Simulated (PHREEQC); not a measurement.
Phosphoric acid bath: speciation

A solution holds 0.0025 mol/kgw NaH2PO4 and 0.0014 mol/kgw H2SO4, at 25 °C. Closed to the air; pH follows from the charge balance.

All values are PHREEQC results (ion-association model, phreeqc.dat), not measurements.

Each row changes one thing in this solution. No solid was allowed to form.

```
case                            pH  ionic strength (mol/kgw)  H2PO4- (mol/kgw)  H3PO4 (mol/kgw)  HPO4-2 (mol/kgw)  NaHPO4- (mol/kgw)
----------------------------  ----  ------------------------  ----------------  ---------------  ----------------  -----------------
as made                       2.71                   0.00579           0.00198         0.000523           8.00e-8           2.82e-10
H2SO4 left out                4.94                   0.00253           0.00248          3.95e-6           1.59e-5            6.23e-8
diluted 10-fold with water    3.58                  0.000655                 ?          8.98e-6           6.26e-8           2.72e-11
6.3e-05 mol/kgw HBF4 added    2.70                   0.00584           0.00197         0.000534           7.77e-8                  ?
temperature from 25 to 90 °C     ?                   0.00494           0.00182         0.000683           1.33e-7           4.61e-10
0.0013 mol/kgw CO2 added      2.71                   0.00579           0.00198         0.000523           8.00e-8           2.82e-10
diluted 5-fold with water     3.30                   0.00128          0.000467          3.28e-5           6.58e-8           5.47e-11
```

**Question.** Fill in the missing entries.

**Answer.** 
- diluted 10-fold with water, H2PO4- (mol/kgw): 0.000241
- 6.3e-05 mol/kgw HBF4 added, NaHPO4- (mol/kgw): 2.74e-10
- temperature from 25 to 90 °C, pH: 2.83

Constants without temperature data keep their 25 °C values here. Real BF4- forms and hydrolyses slowly; the run takes it at equilibrium.
